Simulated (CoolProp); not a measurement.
Hexamethyldisiloxane (MM) along the isobar 1780 kPa: fugacity coefficient from the reference equation and from simpler models built on Tc = 518.7 K, pc = 1931 kPa, ω = 0.418; each cubic takes its own stable root.

Model: reference Helmholtz-energy equation of state, Thol 2016, in CoolProp.

| T (K) | phase | reference | van der Waals | Redlich-Kwong | Peng-Robinson |
|---|---|---|---|---|---|
| 303.4 | liquid | 0.004682 | 0.09447 | 0.01955 | 0.004828 |
| 317.6 | liquid | 0.008891 | 0.1198 | 0.03116 | 0.009046 |
| 331.9 | liquid | 0.01579 | 0.1488 | … | 0.01592 |
| 346.1 | liquid | 0.02627 | 0.1811 | 0.06823 | … |
| 360.4 | liquid | 0.04155 | 0.2170 | 0.09497 | 0.04153 |
| 374.7 | liquid | 0.06270 | 0.2561 | 0.1277 | 0.06259 |
| 388.9 | liquid | 0.09053 | 0.2978 | 0.1663 | 0.09039 |
| 403.2 | liquid | 0.1263 | 0.3424 | 0.2112 | 0.1262 |
| 417.4 | liquid | 0.1702 | 0.3889 | 0.2616 | 0.1704 |
| 431.7 | liquid | 0.2231 | 0.4376 | 0.3177 | 0.2237 |
| 446 | liquid | 0.2849 | 0.4877 | 0.3784 | 0.2860 |
| 460.2 | liquid | 0.3545 | 0.5384 | … | 0.3561 |
| 474.5 | liquid | 0.4320 | 0.5896 | 0.5092 | 0.4338 |
| 488.7 | liquid | 0.5150 | 0.6400 | 0.5765 | 0.5161 |
| 503 | liquid | 0.6023 | 0.6887 | 0.6429 | 0.6004 |

What belongs in the gaps?


- 331.9, Redlich-Kwong: 0.04723
- 346.1, Peng-Robinson: 0.02634
- 460.2, Redlich-Kwong: 0.4423
